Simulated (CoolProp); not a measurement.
Vapour-liquid equilibrium of ethane (1) + n-pentane (2) at 0.15 MPa; x and y are mole fractions of (1).

Model: multi-fluid Helmholtz-energy mixture model, Bücker 2006 and Thol 2019; pair parameters Kunz 2012, in CoolProp.

| x | bubble temperature, mixture model (°C) | bubble temperature, Raoult's law (°C) | y, mixture model | y, Raoult's law |
|---|---|---|---|---|
| 0.05 | [?] | 1.8 | [?] | 0.832 |
| 0.2 | [?] | -41.5 | 0.987 | 0.987 |
| 0.35 | [?] | -56.9 | 0.997 | 0.997 |
| 0.5 | [?] | -65.8 | 0.999 | 0.999 |
| 0.65 | [?] | -71.8 | 0.999 | 0.999 |
| 0.8 | [?] | -76.3 | 1.000 | 1.000 |
| 0.95 | -79.9 | -79.9 | 1.000 | 1.000 |

### Question
Fill in the missing entries.

### Answer

- 0.05, bubble temperature, mixture model (°C): 6.2
- 0.05, y, mixture model: 0.786
- 0.2, bubble temperature, mixture model (°C): -43.4
- 0.35, bubble temperature, mixture model (°C): -59.2
- 0.5, bubble temperature, mixture model (°C): -67.3
- 0.65, bubble temperature, mixture model (°C): -72.6
- 0.8, bubble temperature, mixture model (°C): -76.6

The largest gap from Raoult's law is +4.4 K in bubble temperature, at x = 0.05. No azeotrope shows between x = 0.05 and 0.95.

The pair parameters rest on a limited set of measurements; away from them the model extrapolates. The gap from Raoult's law changes sign with composition, which may be real or a fault of the pair parameters; it wasn't checked against measurements.
